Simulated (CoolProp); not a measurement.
Saturation properties of C3F8 (R218).

The numbers come from the reference Helmholtz-energy equation of state, Lemmon 2006 in CoolProp. It is a short technical equation, of lower accuracy than the large ones.

| T (K) | p (bar) | liquid density (kg/m³) | vapour density (kg/m³) | enthalpy of vaporisation (kJ/kg) | surface tension (mN/m) |
|---|---|---|---|---|---|
| 197.6 | 0.1155 | 1755 | 1.338 | 118.1 | 15.3 |
| 211.4 | 0.2791 | 1705 | 3.053 | 113.7 | 13.5 |
| 225.2 | 0.5936 | 1654 | 6.191 | 109.1 | 11.8 |
| 239.1 | 1.145 | 1601 | 11.49 | 104.1 | 10.2 |
| 252.9 | 2.023 | 1545 | 19.77 | 98.77 | 8.58 |
| 266.7 | 3.343 | 1484 | 32.18 | 92.83 | 7.04 |
| 280.6 | 5.242 | 1418 | 50.45 | 86.09 | 5.54 |
| 294.4 | 7.831 | 1345 | 76.71 | 78.35 | 4.13 |
| 308.3 | 11.30 | 1259 | 115.7 | 68.99 | 2.78 |
| 322.1 | 15.79 | 1154 | 176.3 | 57.06 | 1.56 |

It boils at 236.4 K under 1 atm.

Surface tension comes from a separate correlation (Mulero 2012).
